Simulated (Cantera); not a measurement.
## Adiabatic ignition

An adiabatic, constant-pressure homogeneous reactor starts with 9.74 % CH3OH, 19.0 % O2, 71.3 % N2, at 1425 K and 5.00 bar.

Cantera simulation using GRI-Mech 3.0 (53 species, 325 reactions); the numbers are that mechanism's predictions, not measurements. GRI-Mech 3.0 was tuned for natural gas; its chemistry of methanol as a main component is partial and can be far from experiment.

```json
[
 {"t (s)": "3.00e-6", "T (K)": "1425", "x CH3OH": "0.0973", "x O2": "0.190", "x H2O": "1.04e-5", "x C2H6": "1.41e-9", "x C2H2": "<1e-12", "x H2O2": "2.63e-8"},
 {"t (s)": "9.54e-6", "T (K)": "1425", "x CH3OH": "0.0973", "x O2": "0.190", "x H2O": "3.59e-5", "x C2H6": "1.45e-8", "x C2H2": "<1e-12", "x H2O2": "7.39e-7"},
 {"t (s)": "3.04e-5", "T (K)": "1425", "x CH3OH": "0.0970", "x O2": "0.190", "x H2O": "0.000191", "x C2H6": "5.10e-8", "x C2H2": "3.36e-12", "x H2O2": "1.22e-5"},
 {"t (s)": "9.65e-5", "T (K)": "1445", "x CH3OH": "0.0869", "x O2": "0.184", "x H2O": "0.00693", "x C2H6": "7.89e-8", "x C2H2": "3.31e-11", "x H2O2": "0.000514"},
 {"t (s)": "0.000307", "T (K)": "2703", "x CH3OH": "<1e-12", "x O2": "0.0455", "x H2O": "0.169", "x C2H6": "<1e-12", "x C2H2": "<1e-12", "x H2O2": "8.48e-7"},
 {"t (s)": "0.000977", "T (K)": "2696", "x CH3OH": "<1e-12", "x O2": "0.0431", "x H2O": "0.169", "x C2H6": "<1e-12", "x C2H2": "<1e-12", "x H2O2": "8.17e-7"},
 {"t (s)": "0.00311", "T (K)": "2688", "x CH3OH": "<1e-12", "x O2": "0.0408", "x H2O": "0.169", "x C2H6": "<1e-12", "x C2H2": "<1e-12", "x H2O2": "7.85e-7"},
 {"t (s)": "0.00988", "T (K)": "2688", "x CH3OH": "<1e-12", "x O2": "0.0405", "x H2O": "0.169", "x C2H6": "<1e-12", "x C2H2": "<1e-12", "x H2O2": "7.81e-7"},
 {"t (s)": "0.0314", "T (K)": "2688", "x CH3OH": "<1e-12", "x O2": "0.0405", "x H2O": "0.169", "x C2H6": "<1e-12", "x C2H2": "<1e-12", "x H2O2": "7.81e-7"},
 {"t (s)": "0.100", "T (K)": "2688", "x CH3OH": "<1e-12", "x O2": "0.0405", "x H2O": "0.169", "x C2H6": "<1e-12", "x C2H2": "<1e-12", "x H2O2": "7.81e-7"}
]
```
x: mole fraction; the columns are a selection and need not sum to one.

The time of steepest temperature rise is 0.127 ms and the temperature at 0.100 s is 2688 K. The equilibrium temperature is 2688 K and the x(CH3OH) at 0.100 s comes out as <1e-12 (gas-phase equilibrium <1e-12). The x(O2) at 0.100 s comes out as 0.0405 (gas-phase equilibrium 0.0405) and the x(H2O) at 0.100 s is 0.169 (gas-phase equilibrium 0.169).
